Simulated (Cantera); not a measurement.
A perfectly stirred reactor is fed with 79.8 % NO, 19.2 % N2, 1.04 % H2O, at 0.300 bar; it is held at 2050 K, and followed from long to short residence time.

Detailed kinetics in Cantera: GRI-Mech 3.0 (53 species, 325 reactions).

Q: Predict: x(NO) at τ = 0.690 s; x(O2) at τ = 0.690 s; x(N2) at τ = 0.690 s; x(O) at τ = 0.690 s; x(N2O) at τ = 0.690 s; x(NO) at τ = 12.0 ms; x(O2) at τ = 12.0 ms; x(N2) at τ = 12.0 ms; x(O) at τ = 12.0 ms; x(N2O) at τ = 12.0 ms.

A: 
```json
{
  "x(NO) at τ = 0.690 s": "0.425",
  "x(O2) at τ = 0.690 s": "0.185",
  "x(N2) at τ = 0.690 s": "0.378",
  "x(O) at τ = 0.690 s": "0.000787",
  "x(N2O) at τ = 0.690 s": "6.06e-5",
  "x(NO) at τ = 12.0 ms": "0.788",
  "x(O2) at τ = 12.0 ms": "0.00485",
  "x(N2) at τ = 12.0 ms": "0.196",
  "x(O) at τ = 12.0 ms": "0.000164",
  "x(N2O) at τ = 12.0 ms": "0.000196"
}
```
